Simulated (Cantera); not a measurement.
A jet of H₂ : O₂ : N₂ = 0.017 : 0.1 : 0.79 (molar parts) at 300 K and 0.0977 atm hits a platinum plate 4.6 cm away at a mass flux of 0.15 kg/m²/s; the plate temperature is set and raised in steps from an oxygen-covered start.

Detailed kinetics in Cantera: Deutschmann's 1995 Pt surface mechanism with GRI-Mech 3.0 gas chemistry. Catalytic surfaces can have several steady states; this one follows from the mechanism file's or the stated starting coverage.

x: mole fraction at the wall; θ: surface coverage.

```json
[
 {"plate T (K)": "600", "wall x H₂": "0.00282", "wall x O₂": "0.0931", "wall x H₂O": "0.0311", "wall x OH": "<1e-8", "θ free Pt": "0.0497", "θ O*": "0.945", "θ OH*": "0.00527"},
 {"plate T (K)": "650", "wall x H₂": "0.00279", "wall x O₂": "0.0931", "wall x H₂O": "0.0309", "wall x OH": "<1e-8", "θ free Pt": "0.0524", "θ O*": "0.944", "θ OH*": "0.00354"},
 {"plate T (K)": "700", "wall x H₂": "0.00267", "wall x O₂": "0.0931", "wall x H₂O": "0.0309", "wall x OH": "<1e-8", "θ free Pt": "0.0574", "θ O*": "0.940", "θ OH*": "0.00256"},
 {"plate T (K)": "750", "wall x H₂": "0.00227", "wall x O₂": "0.0927", "wall x H₂O": "0.0315", "wall x OH": "<1e-8", "θ free Pt": "0.0718", "θ O*": "0.926", "θ OH*": "0.00207"},
 {"plate T (K)": "800", "wall x H₂": "0.00170", "wall x O₂": "0.0921", "wall x H₂O": "0.0325", "wall x OH": "<1e-8", "θ free Pt": "0.103", "θ O*": "0.895", "θ OH*": "0.00186"},
 {"plate T (K)": "850", "wall x H₂": "0.00124", "wall x O₂": "0.0917", "wall x H₂O": "0.0331", "wall x OH": "?", "θ free Pt": "0.150", "θ O*": "0.849", "θ OH*": "0.00171"},
 {"plate T (K)": "900", "wall x H₂": "0.000937", "wall x O₂": "0.0914", "wall x H₂O": "0.0336", "wall x OH": "?", "θ free Pt": "0.206", "θ O*": "0.792", "θ OH*": "0.00156"},
 {"plate T (K)": "950", "wall x H₂": "0.000749", "wall x O₂": "0.0913", "wall x H₂O": "0.0338", "wall x OH": "?", "θ free Pt": "0.270", "θ O*": "0.729", "θ OH*": "0.00140"}
]
```

Complete the blanks.


- 850, wall x OH: 1.16e-8
- 900, wall x OH: 3.69e-8
- 950, wall x OH: 1.01e-7
